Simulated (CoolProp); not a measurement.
Vapour-liquid equilibrium of R113 (1) + benzene (2) at 176.05 °C; x and y are mole fractions of (1).

Values from CoolProp's multi-fluid Helmholtz-energy mixture model, Marx 1992 and Thol 2012; pair parameters Bell 2016.

**Question.** Give the bubble pressure and the first vapour's composition at x = 0.05, 0.575, 0.875. Is there an azeotrope?

**Answer.** x = 0.05: 1.037 MPa, y = 0.107; x = 0.575: 1.594 MPa, y = 0.673; x = 0.875: 1.819 MPa, y = 0.901. No azeotrope shows between x = 0.05 and 0.95.

The pair parameters rest on a limited set of measurements; away from them the model extrapolates.
